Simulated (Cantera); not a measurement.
Cantera run:

```python
import numpy as np
import cantera as ct

gas_names = """
    H HNO HNO2 HNO3 HO2 H2 H2O H2O2 N NH NH2 NH3 NH2OH NO NO2 NO3 N2 N2H2 N2H4 N2O O OH O2 O3 V VN VO
    VO2
""".split()
cond_names = """
    H2O(s) H2O(L) V(cr) V(L) VN(s) VO(s) VO(L) V2O3(s) V2O3(L) V2O4(I) V2O4(II) V2O4(L) V2O5(s) V2O5(L)
""".split()


# ... load() reads the species with a 1 bar reference pressure and builds the phases ...
atoms = {
    'V': {'V': 1},
    'N2O': {'N': 2, 'O': 1},
    'H2': {'H': 2},
}
top_T = {'VN(s)': 2300}  # K; cautious upper limits of use, not melting points


# ... equilibrate(T, P, feed) seeds the gas with the atoms and calls Mixture.equilibrate('TP', solver="vcs", rtol=1e-11, max_steps=5000) ...
results = []
feed = {'V': 1, 'N2O': 9.1, 'H2': 3.6}  # mol
P = 1000  # Pa
for T in [1123, 1173, 1223, 1273, 1323, 1373, 1423, 1473, 1523]:
    mix = equilibrate(T, P, feed)
    results.append((T, P, feed, dict(zip(mix.species_names, mix.species_moles))))
    x = sorted(zip(gas.X, gas.species_names), reverse=True)
    print(f"T = {T:g} K  P = {P:g} Pa  gas = {mix.phase_moles(0):.4g} mol")
    print("   x: " + "  ".join(f"{s} {v:.3e}" for v, s in x if v > 0.001))
    print("   condensed (mol): " + ("  ".join(f"{mix.phase(i).name} {mix.phase_moles(i):.4g}"
          for i in range(1, mix.n_phases) if mix.phase_moles(i) > 1e-12) or "none"))
```

Output:

```
T = 1123 K  P = 1000 Pa  gas = 14.25 mol
   x: N2 6.384e-01  H2O 2.526e-01  O2 1.089e-01
   condensed (mol): V2O4(II) 0.1056  V2O5(L) 0.3944
T = 1173 K  P = 1000 Pa  gas = 14.45 mol
   x: N2 6.297e-01  H2O 2.491e-01  O2 1.211e-01
   condensed (mol): V2O4(II) 0.5
T = 1223 K  P = 1000 Pa  gas = 14.45 mol
   x: N2 6.297e-01  H2O 2.491e-01  O2 1.210e-01
   condensed (mol): V2O4(II) 0.5
T = 1273 K  P = 1000 Pa  gas = 14.45 mol
   x: N2 6.296e-01  H2O 2.491e-01  O2 1.210e-01
   condensed (mol): V2O4(II) 0.5
T = 1323 K  P = 1000 Pa  gas = 14.45 mol
   x: N2 6.296e-01  H2O 2.491e-01  O2 1.209e-01
   condensed (mol): V2O4(II) 0.5
T = 1373 K  P = 1000 Pa  gas = 14.45 mol
   x: N2 6.295e-01  H2O 2.491e-01  O2 1.209e-01
   condensed (mol): V2O4(II) 0.5
T = 1423 K  P = 1000 Pa  gas = 14.45 mol
   x: N2 6.294e-01  H2O 2.490e-01  O2 1.208e-01
   condensed (mol): V2O4(II) 0.5
T = 1473 K  P = 1000 Pa  gas = 14.45 mol
   x: N2 6.293e-01  H2O 2.490e-01  O2 1.207e-01
   condensed (mol): V2O4(II) 0.5
T = 1523 K  P = 1000 Pa  gas = 14.45 mol
   x: N2 6.292e-01  H2O 2.489e-01  O2 1.205e-01
   condensed (mol): V2O4(II) 0.4999
```

Equilibrium computed with Cantera from the NASA thermochemical tables; the gas is ideal and each condensed phase is pure. Mutual solubility and eutectic melting of coexisting phases are not modelled. Condensed phases not in the tables: the oxides between V2O3 and V2O5 other than VO2. Gases not in the tables: V4O10.
